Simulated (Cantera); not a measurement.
Source: NASA polynomial tables (part measured, part estimated), evaluated in Cantera. Values are per mole of reaction as written; species without (g) are pure solids or liquids, kept so even where they would boil at 1 bar.

### Question
Between 350 and 1250 K, where is each reaction favourable under standard conditions?
- 4 SF6(g) + 3 Na2SO4 = 3 Na2S + 4 SO3(g) + 12 F2(g)

### Answer
- 4 SF6(g) + 3 Na2SO4 = 3 Na2S + 4 SO3(g) + 12 F2(g): ΔG° is 5617 kJ at 350 K and 3804 kJ at 1250 K; it stays positive (K < 1). ΔH° is 6170 kJ and ΔS° 1893 J/K at 1250 K.
